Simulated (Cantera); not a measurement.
**Silicon etching in halogen gases: Si + Br2 + N2**

Feed: 1 mol Si, 1.9 mol Br2, 2.6 mol N2, held at 1098.15 K.

These are equilibrium values from Cantera (NASA tables, ideal gas, pure condensed phases), not measurements of a reactor. Candidate condensed phases: Br2, Si, Si3N4; 13 gas species. N2 is the only nitrogen source here; it is nearly inert below about 1500 K, so the nitride shown seldom forms there in practice. The tables' values for SiBr3 are old estimates; treat these amounts as uncertain. Equilibrium is a limit: real reactors are often held back by kinetics, nucleation or transport.

```
P (Pa)   x N2  x SiBr4   x SiBr2      x Br   x SiBr3    x Br2  n Si3N4(s)
------  -----  -------  --------  --------  --------  -------  ----------
1       0.697    0.220    0.0401    0.0350   0.00844  4.51e-5           0
10      0.722    0.256    0.0103   0.00744   0.00462  2.04e-5      0.0114
100     0.728    0.267   0.00154   0.00197   0.00182  1.42e-5      0.0158
1000    0.729    0.269  0.000227  0.000514  0.000703  9.76e-6      0.0165
10000   0.730    0.270   3.34e-5  0.000134  0.000270  6.66e-6      0.0166
100000  0.730    0.270   4.90e-6   3.51e-5  0.000103  4.54e-6      0.0166
```
x: gas mole fraction; n: condensed amount in mol.

At 1.00 Pa nothing is condensed. From 10.0 Pa to 100000 Pa the condensed part is Si3N4(s). The main Si-bearing gas is SiBr4 throughout.
